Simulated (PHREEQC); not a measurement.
Consider water at 45 °C with 0.0035 mol/kgw (NH4)2SO4 and 4.3e-05 mol/kgw CaBr2. It is in equilibrium with CO2 at log p = -3.4 (atm). Otherwise closed; pH follows from the charge balance.

Computed with PHREEQC (ion-association model, wateq4f.dat).

| Property | Value |
|---|---|
| pH | 5.46 |
| ionic strength | 0.0102 mol/kgw |

```csv
species,molality,activity,log γ
NH4+,0.00681,0.00611,-0.047
SO4-2,0.00330,0.00216,-0.184
NH4SO4-,0.000189,0.000170,-0.046
Br-,8.60e-5,7.72e-5,-0.047
Ca+2,3.22e-5,2.12e-5,-0.181
CaSO4,1.08e-5,1.09e-5,0.001
```

This is a speciation only: nothing precipitates in the calculation. Complexes and solids missing from the database can't appear. Constants without temperature data keep their 25 °C values here.
